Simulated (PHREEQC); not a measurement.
A solution holds 0.011 mol/kgw LiOH and 0.00022 mol/kgw Na2SiO3, at 10 °C. Closed to the air; pH follows from the charge balance.

Model: ion-association model, phreeqc.dat, run in PHREEQC.

### Question
The ionic strength comes out as 0.0115 mol/kgw. What activity coefficients do H3SiO4-, H2SiO4-2, Na+, OH-, Li+ get?

### Answer
H3SiO4- 0.90, H2SiO4-2 0.66, Na+ 0.90, OH- 0.90, Li+ 0.90.

Precipitation was switched off in this run. At this temperature some constants are extrapolated from 25 °C, and those without enthalpy data are left unchanged.
